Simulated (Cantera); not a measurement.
Input: 1 mol FeS2, 1.7 mol H2, held at 1102 °C and 1.80 bar.

Equilibrium computed with Cantera from the NASA thermochemical tables; the gas is ideal and each condensed phase is pure. Candidate condensed phases: Fe, FeS, FeS2, S; 8 gas species. FeS: taken at fixed stoichiometry. The numbers say what is thermodynamically allowed, not how fast it happens.

Base state: H2S 0.543, H2 0.439, S2 0.0172, SH 0.000818 (mole fractions); condensed: FeS(s).

Task: What changes in the equilibrium state with this change: pressure from 1.80 bar to 0.0140 bar?

Result: 
```
species        before    after
-----------  --------  -------
H2              0.439    0.645
H2S             0.543    0.205
S2             0.0172    0.146
S             8.17e-7  2.71e-5
H             1.69e-6  2.33e-5
SH           0.000818  0.00290
FeS(s), mol      1.00     1.00
```
